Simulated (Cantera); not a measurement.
An adiabatic, constant-volume homogeneous reactor starts with CH4 : O2 : N2 : CO2 = 1 : 2.47 : 9.28 : 3.5 (molar parts), equivalence ratio 0.81, at 1625 K and 190000 Pa. Integrator tolerance rtol = 1e-08.

Cantera simulation using GRI-Mech 3.0 (53 species, 325 reactions); the numbers are that mechanism's predictions, not measurements.

Q: What does this change do: pressure from 190000 Pa to 20000 Pa?

A: 
```
quantity                                                            before                                  after
---------------------------------  ---------------------------------------  -------------------------------------
time of steepest temperature rise                                 0.284 ms                                1.87 ms
temperature at 0.300 s                                              2586 K                                 2450 K
equilibrium temperature                                             2586 K                                 2450 K
x(CH4) at 0.300 s                    <1e-12 (gas-phase equilibrium <1e-12)  <1e-12 (gas-phase equilibrium <1e-12)
x(O2) at 0.300 s                     0.0402 (gas-phase equilibrium 0.0402)  0.0467 (gas-phase equilibrium 0.0467)
x(CO2) at 0.300 s                      0.232 (gas-phase equilibrium 0.232)    0.217 (gas-phase equilibrium 0.217)
x(CH3) at 0.300 s                    <1e-12 (gas-phase equilibrium <1e-12)  <1e-12 (gas-phase equilibrium <1e-12)
x(CO) at 0.300 s                     0.0379 (gas-phase equilibrium 0.0379)  0.0507 (gas-phase equilibrium 0.0507)
x(OH) at 0.300 s                   0.00991 (gas-phase equilibrium 0.00991)  0.0118 (gas-phase equilibrium 0.0118)
```
